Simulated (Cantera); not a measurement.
Input: 1 mol Fe, 19 mol CO2, 80 mol CO, at 1575 K and 101000 Pa.

Method: chemical equilibrium by Gibbs-energy minimisation in Cantera with the NASA 1993 tables (ideal gas, pure condensed phases). Candidate condensed phases: C, Fe, Fe(CO)5, FeO, Fe2O3, Fe3O4; 15 gas species. The tables' stoichiometric FeO is somewhat more stable than real wüstite, so its field is too wide. FeO: taken at fixed stoichiometry. Rates play no part.

Base state: CO 0.818, CO2 0.182 (mole fractions); condensed: FeO(s).

Task: What changes in the equilibrium state with this change: Fe replaced by Pb?

Result: 
```tsv
species	before	after
CO	0.818	0.800
CO2	0.182	0.190
Pb	0	0.00999
FeO(s), mol	1.000	0
```
Further candidate phases: Pb, PbO, PbO2, Pb3O4.
